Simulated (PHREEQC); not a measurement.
Solution (85 °C): 0.0023 mol/kgw AgNO3, 0.00038 mol/kgw NaNO3 and 0.002 mol/kgw Zn(NO3)2. Closed to the air; pH follows from the charge balance.

All values are PHREEQC results (ion-association model, wateq4f.dat), not measurements.

Precipitation was switched off in this run.

Problem. Estimate the pH.

Solution. pH 5.09.

Species that the database lacks are ignored. At this temperature some constants are extrapolated from 25 °C, and those without enthalpy data are left unchanged.
